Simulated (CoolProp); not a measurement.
R404A at 300.1 K and 0.219 MPa flows at 18 m/s in a round tube of 6 mm bore and 1.5 µm roughness, fully developed (64/Re and Nu = 3.66 if laminar; Colebrook and Gnielinski if turbulent). Each further row changes one setting.

Model: reference Helmholtz-energy equation of state, Lemmon 2003, in CoolProp. It is a pseudo-pure fit of the blend.

```csv
case,Reynolds number,Darcy friction factor,pressure drop (Pa/m),heat-transfer coefficient (W/(m² K)),mass flow (kg/h)
as stated,78000,0.0201,4810,389,16.3
velocity 36 m/s,156000,0.0180,17300,699,32.6
diameter 12 mm,156000,0.0173,2070,335,65.1
```

Viscosity comes from a separate model (Geller 2000). Thermal conductivity comes from a separate model (Geller 2001).
